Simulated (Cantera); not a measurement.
A Cantera script and its output.

```python
import numpy as np
import cantera as ct

gas = ct.Solution("gri30.yaml")


def delay(T, t_max=10):
    gas.TPX = T, 100000, {'CO': 1, 'H2': 0.12, 'CH4': 1.4, 'O2': 3.54, 'N2': 13.3}
    reactor = ct.IdealGasConstPressureReactor(gas, clone=False)
    net = ct.ReactorNet([reactor])
    net.rtol, net.atol = 1e-8, 1e-16
    while net.time < t_max:
        t_old, T_old = net.time, reactor.T
        net.step()
        if reactor.T > T + 400:  # ignition: a rise of 400 K
            return t_old + (T + 400 - T_old) / (reactor.T - T_old) * (net.time - t_old)
    return np.nan


taus = []
for T in [1325, 1400, 1475, 1550, 1625]:
    taus.append(delay(T))
    print(f"T0 = {T:6g} K   tau = {taus[-1]:.4e} s")

# d ln(tau) / d ln(k), from doubling and halving each rate constant
T, sens = 1475, []
for i in range(gas.n_reactions):
    gas.set_multiplier(2.0, i)
    up = delay(T)
    gas.set_multiplier(0.5, i)
    down = delay(T)
    gas.set_multiplier(1.0, i)
    sens.append((np.log(up / down) / np.log(4.0), gas.reaction(i).equation))
sens.sort(key=lambda x: -abs(x[0]))
print(f"sensitivities at {T} K")
for s, eq in sens[:10]:
    print(f"{s:8.3f}  {eq}")
```

Output:

```
T0 =   1325 K   tau = 4.4084e-03 s
T0 =   1400 K   tau = 1.9473e-03 s
T0 =   1475 K   tau = 9.3778e-04 s
T0 =   1550 K   tau = 4.9395e-04 s
T0 =   1625 K   tau = 2.8150e-04 s
sensitivities at 1475 K
  -0.636  H + O2 <=> O + OH
   0.427  2 CH3 (+M) <=> C2H6 (+M)
  -0.374  CH3 + O2 <=> CH3O + O
   0.247  CH4 + OH <=> CH3 + H2O
   0.244  CH4 + H <=> CH3 + H2
  -0.187  CH3 + HO2 <=> CH3O + OH
  -0.161  CH3 + O2 <=> CH2O + OH
  -0.139  2 CH3 <=> C2H5 + H
  -0.093  H2 + OH <=> H + H2O
  -0.079  CH2O + CH3 <=> CH4 + HCO
```

Computed with Cantera and GRI-Mech 3.0 (53 species, 325 reactions).
